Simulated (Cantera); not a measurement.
Input: 1 mol Cr, 1.4 mol NH₃, a varied amount of N₂, at 0.133 bar.

These are equilibrium values from Cantera (NASA tables, ideal gas, pure condensed phases), not measurements of a reactor. Candidate condensed phases: Cr, CrN, Cr₂N; 11 gas species. Rates play no part.

Problem. What condenses at these points (T in K, n(N₂) in mol): (2025, 57); (825, 57); (1425, 28); (2625, 45); (1425, 11); (1125, 14); (1725, 22)?

Solution. 
```csv
T (K),n(N₂) in mol,condensed phases,Cr condensed (%)
2025,57,Cr,31.5
825,57,CrN,100.0
1425,28,Cr₂N,100.0
2625,45,gas only,0.0
1425,11,Cr₂N,100.0
1125,14,CrN,100.0
1725,22,Cr,99.4
```
